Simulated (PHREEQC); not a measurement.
A solution holds 0.00097 mol/kgw AgF, 0.025 mol/kgw HF and 0.08 mol/kgw NaCl, at 25 °C. Closed to the air; pH follows from the charge balance.

All values are PHREEQC results (ion-association model, wateq4f.dat), not measurements.

| quantity | before | after |
|---|---|---|
| pH | 2.46 | 2.48 |
| ionic strength (mol/kgw) | 0.0843 | 0.00449 |
| HF (mol/kgw) | 0.0186 | 0.0192 |
| F- (mol/kgw) | 0.00469 | 0.00418 |
| H2F2 (mol/kgw) | 0.000922 | 0.000965 |
| HF2- (mol/kgw) | 0.000342 | 0.000309 |
| SI of Ag2O (Ag2O) | -19.79 | -13.71 |

**Question.** What was changed between the two runs?
(A) diluted 10-fold with water
(B) NaCl from 0.08 to 0.4 mol/kgw
(C) temperature from 25 to 65 °C
(D) AgF from 0.00097 to 0.00485 mol/kgw
(E) NaCl left out

**Answer.** E, NaCl left out

This is a speciation only: nothing precipitates in the calculation. Some of these states are supersaturated (in Cerargyrite, for instance). wateq4f.dat counts part of the HF as a dimer, H2F2, which phreeqc.dat doesn't know; its constant is uncertain.
